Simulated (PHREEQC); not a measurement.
Dissolve 0.029 mol HF, 0.0019 mol (NH4)2SiF6 and 0.0094 mol H2SO4 per kg of water at 25 °C. Closed to the air; pH follows from the charge balance.

Model: ion-association model, wateq4f.dat, run in PHREEQC.

Each row changes one thing in this solution. Precipitation was switched off in this run.

| case | pH | ionic strength (mol/kgw) | HF (mol/kgw) | H2F2 (mol/kgw) | F- (mol/kgw) | HF2- (mol/kgw) | SI of Quartz (SiO2) |
|---|---|---|---|---|---|---|---|
| as made | 1.85 | 0.0265 | 0.0243 | 0.00155 | 0.00136 | 0.000128 | -4.16 |
| H2SO4 left out | 2.40 | 0.0101 | 0.0218 | 0.00124 | 0.00404 | 0.000339 | -4.87 |
| diluted 100-fold with water | 3.40 | 0.000532 | 0.000147 | 5.65e-8 | 0.000256 | 1.45e-7 | -0.74 |
| diluted 2-fold with water | 2.09 | (withheld) | 0.0124 | 0.000403 | 0.00117 | (withheld) | -3.13 |
| H2SO4 from 0.0094 to 0.0103 mol/kgw | 1.82 | 0.0280 | (withheld) | 0.00156 | 0.00128 | (withheld) | -4.12 |

### Question
Some entries are withheld; supply them.

### Answer

- diluted 2-fold with water, ionic strength (mol/kgw): 0.0148
- diluted 2-fold with water, HF2- (mol/kgw): 5.57e-5
- H2SO4 from 0.0094 to 0.0103 mol/kgw, HF (mol/kgw): 0.0244
- H2SO4 from 0.0094 to 0.0103 mol/kgw, HF2- (mol/kgw): 0.000121

wateq4f.dat counts part of the HF as a dimer, H2F2, which phreeqc.dat doesn't know; its constant is uncertain. SiF6-2 is the database's only silicon fluoride.
